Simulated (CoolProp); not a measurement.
A single-stage vapour-compression cycle with vinyl chloride: evaporating at 221.15 K (dew point), condensing at 280.15 K (bubble point), superheat 2 K, subcooling 5 K, compressor efficiency 0.7, no pressure losses. Each further row changes one setting.

Model: reference Helmholtz-energy equation of state, Thol 2022, in CoolProp.

```json
[
 {"case": "as stated", "cooling COP": "2.17", "pressure ratio": "14.5", "discharge temperature (K)": "388.3", "refrigerating effect (kJ/kg)": "307", "volumetric capacity (kJ/m³)": "160"},
 {"case": "evaporating temperature 226.15 K", "cooling COP": "2.48", "pressure ratio": "10.8", "discharge temperature (K)": "…", "refrigerating effect (kJ/kg)": "311", "volumetric capacity (kJ/m³)": "212"},
 {"case": "condensing temperature 275.15 K", "cooling COP": "…", "pressure ratio": "12.1", "discharge temperature (K)": "…", "refrigerating effect (kJ/kg)": "315", "volumetric capacity (kJ/m³)": "164"},
 {"case": "subcooling 10 K", "cooling COP": "…", "pressure ratio": "14.5", "discharge temperature (K)": "388.3", "refrigerating effect (kJ/kg)": "315", "volumetric capacity (kJ/m³)": "164"},
 {"case": "superheat 12 K", "cooling COP": "…", "pressure ratio": "14.5", "discharge temperature (K)": "400.6", "refrigerating effect (kJ/kg)": "315", "volumetric capacity (kJ/m³)": "156"},
 {"case": "compressor efficiency 0.6", "cooling COP": "1.86", "pressure ratio": "14.5", "discharge temperature (K)": "410.7", "refrigerating effect (kJ/kg)": "307", "volumetric capacity (kJ/m³)": "160"}
]
```

**Question.** Some entries are withheld; supply them.

**Answer.** 
- evaporating temperature 226.15 K, discharge temperature (K): 375.7
- condensing temperature 275.15 K, cooling COP: 2.41
- condensing temperature 275.15 K, discharge temperature (K): 377.0
- subcooling 10 K, cooling COP: 2.22
- superheat 12 K, cooling COP: 2.14
